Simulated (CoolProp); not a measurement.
Values from CoolProp's reference Helmholtz-energy equation of state, Setzmann 1991.

Q: Give the vapour pressure (MPa), liquid density (kg/m³), vapour density (kg/m³) of saturated methane at -140.85, -108.65, -103.25 °C.

A: 
| T (°C) | p (MPa) | liquid density (kg/m³) | vapour density (kg/m³) |
|---|---|---|---|
| -140.85 | 0.421 | 390 | 6.79 |
| -108.65 | 1.90 | 325 | 30.8 |
| -103.25 | 2.32 | 311 | 38.8 |
